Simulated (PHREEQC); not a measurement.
A solution holds 61 mmol/kgw Al2(SO4)3, 1.6 mmol/kgw ZnCl2 and 0.42 mmol/kgw H2SO4, at 25 °C. Closed to the air; pH follows from the charge balance.

The numbers come from PHREEQC with the ion-association model, phreeqc.dat.

This is a speciation only: nothing precipitates in the calculation.

### Question
Order these Al species by the share of Al that they hold, largest first: AlOH+2, AlSO4+, Al(SO4)2-, Al+3.

### Answer
AlSO4+ (65 %), Al(SO4)2- (25 %), Al+3 (9.4 %), AlOH+2 (0.11 %)

### Question
Order these S species by the share of S that they hold, largest first: ZnSO4, Al(SO4)2-, AlSO4+, SO4-2, HSO4-.

### Answer
AlSO4+ (44 %), Al(SO4)2- (33 %), SO4-2 (22 %), ZnSO4 (0.34 %), HSO4- (0.30 %)

The pH is 3.46 and the ionic strength 0.193 mol/kgw. Species that the database lacks are ignored.
